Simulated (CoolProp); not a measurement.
A single-stage vapour-compression cycle with hydrogen sulfide: evaporating at 219.15 K (dew point), condensing at 278.15 K (bubble point), superheat 0 K, subcooling 2 K, compressor efficiency 0.9, no pressure losses. Each further row changes one setting.

The numbers come from the reference Helmholtz-energy equation of state, Lemmon 2006 in CoolProp. It is a short technical equation, of lower accuracy than the large ones.

```tsv
case	cooling COP	pressure ratio	discharge temperature (K)	refrigerating effect (kJ/kg)	volumetric capacity (kJ/m³)
as stated	2.59	8.64	388.6	423	1120
evaporating temperature 224.15 K	2.97	6.85	374.5	427	1400
condensing temperature 273.15 K	2.90	7.48	374.6	433	1150
subcooling 7 K	2.65	8.64	388.6	433	1150
superheat 10 K	2.53	8.64	405.4	433	1100
compressor efficiency 0.8	2.30	8.64	407.1	423	1120
```
